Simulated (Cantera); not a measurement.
Gas mixture: N2O = 0.5 (molar parts), at 0.920 bar, frozen composition.

Cantera's kinetic-theory transport with the Lennard-Jones parameters of GRI-Mech 3.0, ideal gas; thermal conductivity in the multicomponent form. The composition is frozen, though it would react at the higher temperatures.

D: mixture-averaged diffusion coefficient of that species in the mixture.

```
T (K)  ρ (kg/m³)  cp (J/kg/K)  μ (µPa s)  λ (mW/m/K)     Pr  D (cm²/s) CH3  D (cm²/s) NO  D (cm²/s) N2
-----  ---------  -----------  ---------  ----------  -----  -------------  ------------  ------------
400         1.22        970.3       19.5        25.3  0.746          0.322         0.284         0.290
600        0.812         1101       27.3        40.4  0.744          0.666         0.580         0.592
800        0.609         1192        ___         ___  0.742            ___           ___           ___
1000       0.487         1255       40.0        67.9  0.740           1.61          1.39          1.41
1200       0.406         1294        ___         ___  0.738            ___           ___           ___
1400       0.348         1327       50.5        91.0  0.736           2.83          2.44          2.49
```

Problem. Fill in the missing entries.

Solution. 
- 800, μ (µPa s): 34.0
- 800, λ (mW/m/K): 54.7
- 800, D (cm²/s) CH3: 1.10
- 800, D (cm²/s) NO: 0.950
- 800, D (cm²/s) N2: 0.969
- 1200, μ (µPa s): 45.5
- 1200, λ (mW/m/K): 79.8
- 1200, D (cm²/s) CH3: 2.19
- 1200, D (cm²/s) NO: 1.88
- 1200, D (cm²/s) N2: 1.92
